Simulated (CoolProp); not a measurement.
The fluid at 293.15 K and 0.816 MPa is compressed adiabatically to 2.96 MPa with isentropic efficiency 0.8. The same conditions are run with several fluids, on thermodynamics alone (safety and materials aside).

Model: reference Helmholtz-energy equation of state of each fluid (carbonyl sulfide: Lemmon 2006; R13: Platzer 1990; ethane: Bücker 2006; dry air: Lemmon 2000; oxygen: Schmidt 1985), in CoolProp. The equations of Platzer and Polt are older, rougher fits. Blends and air are pseudo-pure fits.

| fluid | work (kJ/kg) | final temperature (K) | final density (kg/m³) |
|---|---|---|---|
| carbonyl sulfide | [?] | 400.2 | [?] |
| R13 | [?] | 360.8 | 121 |
| ethane | 132 | 374.9 | 32.1 |
| dry air | 164 | 455.8 | 22.4 |
| oxygen | 148 | 452.0 | 25.1 |

Complete the blanks.


- carbonyl sulfide, work (kJ/kg): 65.2
- carbonyl sulfide, final density (kg/m³): 62.5
- R13, work (kJ/kg): 36.2

Above 300 K oxygen's equation is extrapolated.
